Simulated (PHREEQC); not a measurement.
Solution (40 °C): 0.097 mol/kgw Ni(NO3)2, 0.0096 mol/kgw NaOH and 0.0072 mol/kgw H2SO4. Closed to the air; pH follows from the charge balance.

All values are PHREEQC results (ion-association model, wateq4f.dat), not measurements.

No solid was allowed to form.

Q: Order these S species by the share of S that they hold, largest first: HSO4-, SO4-2, NiSO4, NaSO4-.

A: NiSO4 (53 %), SO4-2 (40 %), HSO4- (6.5 %), NaSO4- (0.52 %)

The pH is 2.47 and the ionic strength 0.296 mol/kgw. Species that the database lacks are ignored. Away from 25 °C the constants follow the database's enthalpies or fits; those with neither stay at their 25 °C values.
